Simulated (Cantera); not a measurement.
Mixture: CH4 : CO : O2 : N2 = 1 : 0.15 : 4.51 : 17 (molar parts), equivalence ratio 0.46, at 10.0 bar, adiabatic and at constant volume. Ignition delay is the time to a rise of 400 K.

Detailed kinetics in Cantera: GRI-Mech 3.0 (53 species, 325 reactions).

What does this change do: pressure from 10.0 bar to 5.00 bar?


```json
[
 {"quantity": "delay at 1100 K", "before": "15.2 ms", "after": "30.1 ms"},
 {"quantity": "delay at 1300 K", "before": "1.06 ms", "after": "2.00 ms"},
 {"quantity": "delay at 1500 K", "before": "0.136 ms", "after": "0.241 ms"},
 {"quantity": "delay at 1700 K", "before": "27.2 µs", "after": "47.7 µs"},
 {"quantity": "delay at 1900 K", "before": "7.78 µs", "after": "14.1 µs"},
 {"quantity": "apparent activation energy between 1800 and 2000 K", "before": "170 kJ/mol", "after": "160 kJ/mol"}
]
```

What does this change do: constant pressure in place of constant volume?


```csv
quantity,before,after
delay at 1100 K,15.2 ms,15.7 ms
delay at 1300 K,1.06 ms,1.11 ms
delay at 1500 K,0.136 ms,0.144 ms
delay at 1700 K,27.2 µs,29.0 µs
delay at 1900 K,7.78 µs,8.38 µs
apparent activation energy between 1800 and 2000 K,170 kJ/mol,160 kJ/mol
```

What does this change do: pressure from 10.0 bar to 1.01 bar?


```json
[
 {"quantity": "delay at 1100 K", "before": "15.2 ms", "after": "0.141 s"},
 {"quantity": "delay at 1300 K", "before": "1.06 ms", "after": "7.60 ms"},
 {"quantity": "delay at 1500 K", "before": "0.136 ms", "after": "0.861 ms"},
 {"quantity": "delay at 1700 K", "before": "27.2 µs", "after": "0.188 ms"},
 {"quantity": "delay at 1900 K", "before": "7.78 µs", "after": "60.4 µs"},
 {"quantity": "apparent activation energy between 1800 and 2000 K", "before": "170 kJ/mol", "after": "150 kJ/mol"}
]
```
